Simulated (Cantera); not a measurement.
An isothermal, constant-pressure homogeneous reactor starts with 4.76 % C3H8, 95.2 % H2, at 1525 K and 0.00100 bar.

Computed with Cantera and GRI-Mech 3.0 (53 species, 325 reactions). GRI-Mech 3.0 was tuned for natural gas; its chemistry of propane as a main component is partial and can be far from experiment. GRI-Mech 3.0 stops at C3 and has no aromatics, soot or wall deposition, so with more carbon than oxygen in the feed, carbon stays in small species such as C2H2 where larger ones or solid carbon would form. Radical loss at walls, strong at low pressure, is not modelled.

Q: Predict: x(H2) at 200 s; x(C2H6) at 200 s; x(CH4) at 200 s; x(C2H4) at 200 s.

A: x(H2) at 200 s: 0.933 (gas-phase equilibrium 0.937)
x(C2H6) at 200 s: 7.53e-8 (gas-phase equilibrium 8.64e-11)
x(CH4) at 200 s: 0.00648 (gas-phase equilibrium 0.000147)
x(C2H4) at 200 s: 1.63e-5 (gas-phase equilibrium 1.29e-5)
